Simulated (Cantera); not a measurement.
A closed system holds: 1 mol SiF₄, 0.54 mol NH₃, 0.44 mol H₂, at 1125 K and 0.320 bar.

Equilibrium computed with Cantera from the NASA thermochemical tables; the gas is ideal and each condensed phase is pure. Candidate condensed phases: Si, Si₃N₄; 37 gas species. The tables' values for SiF₃ are old estimates; treat these amounts as uncertain. Rates play no part.

Base state: H₂ 0.494, SiF₄ 0.395, N₂ 0.107, HF 0.00167, SiHF₃ 0.00155, SiF₃ 0.000116, NH₃ 1.01e-5 (mole fractions); condensed: gas only.

Problem. What changes in the equilibrium state with this change: temperature from 1125 K to 825 K?

Solution. 
```json
[
 {"species": "H₂", "before": "0.494", "after": "0.496"},
 {"species": "SiF₄", "before": "0.395", "after": "0.397"},
 {"species": "N₂", "before": "0.107", "after": "0.107"},
 {"species": "HF", "before": "0.00167", "after": "0.000114"},
 {"species": "SiF₃", "before": "0.000116", "after": "8.93e-8"},
 {"species": "SiHF₃", "before": "0.00155", "after": "0.000114"},
 {"species": "NH₃", "before": "1.01e-5", "after": "8.56e-5"}
]
```
